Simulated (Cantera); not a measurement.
A freely propagating, adiabatic, planar premixed flame of H₂ : O₂ : N₂ : H₂O = 1 : 0.51 : 1.92 : 0.4 (molar parts), equivalence ratio 0.98, unburnt at 675 K and 11000 Pa; mixture-averaged transport, grid criteria slope 0.08 and curve 0.16, no radiation.

Computed with Cantera and the H2/O2 subset of GRI-Mech 3.0, which has no nitrogen chemistry. Burning velocities carry a grid error of a few per cent, more on coarse grids.

Q: What does this change do: inlet temperature 675 to 300 K?

A: 
```
quantity                    before     after
------------------------  --------  --------
laminar burning velocity  693 cm/s  160 cm/s
thermal thickness          8.94 mm   5.58 mm
peak x(H)                   0.0751    0.0502
peak x(O)                   0.0125   0.00795
peak x(OH)                  0.0168    0.0111
```
